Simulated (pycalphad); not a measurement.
# Effect of Si content in Al-Si-Fe

CALPHAD calculation (pycalphad, COST 507 light-alloy database (1999)), 1 atm. The data set is of 1999 and partly superseded. Amounts are mole fractions of atoms.

| alloy | liquidus (K) | first solid | solidus (K) | phases at 810 K |
|---|---|---|---|---|
| Al-10.03Si-3.01Fe (at.%) | 1000 | ALFESI_ALPHA | 849 | FCC_A1 0.74, ALFESI_BETA 0.20, DIAMOND_A4 0.06 |
| Al-13.38Si-3.01Fe (at.%) | [?] | [?] | 849 | [?] |
| Al-20.07Si-3.01Fe (at.%) | 1016 | ALFESI_DELTA | 849 | FCC_A1 0.64, ALFESI_BETA 0.20, DIAMOND_A4 0.16 |
| Al-26.76Si-3.01Fe (at.%) | 1049 | DIAMOND_A4 | 849 | FCC_A1 0.57, DIAMOND_A4 0.23, ALFESI_BETA 0.20 |

Q: Some entries are withheld; supply them.

A: 
- Al-13.38Si-3.01Fe (at.%), liquidus (K): 994
- Al-13.38Si-3.01Fe (at.%), first solid: ALFESI_GAMMA
- Al-13.38Si-3.01Fe (at.%), phases at 810 K: FCC_A1 0.70, ALFESI_BETA 0.20, DIAMOND_A4 0.10

Database names, with the compositions (at.%) that they take in these runs: ALFESI_ALPHA: Al 72 Fe 19 Si 9; ALFESI_BETA: Al 70 Si 15 Fe 15; ALFESI_DELTA: Al 55 Si 30 Fe 15. FCC_A1 is fcc; DIAMOND_A4 is diamond (Si).
